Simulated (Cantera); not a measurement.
Cantera with NASA thermochemical tables; ideal gases at 1 bar, condensed phases pure. Values are per mole of reaction as written; species without (g) are pure solids or liquids, kept so even where they would boil at 1 bar.

**Question.** Between 675 and 975 K, where is each reaction favourable under standard conditions?
- 3 H2S(g) + 2 N(g) + 3 Ni ⇌ 2 NH3(g) + 3 NiS
- NiS2 ⇌ Ni + 2 S

**Answer.** 
- 3 H2S(g) + 2 N(g) + 3 Ni ⇌ 2 NH3(g) + 3 NiS: ΔG° is -922 kJ at 675 K and -790 kJ at 975 K; it stays negative (K > 1). ΔH° is -1218 kJ and ΔS° -439 J/K at 975 K.
- NiS2 ⇌ Ni + 2 S: ΔG° is 110 kJ at 675 K and 94 kJ at 975 K; it stays positive (K < 1). ΔH° is 149 kJ and ΔS° 56 J/K at 975 K.
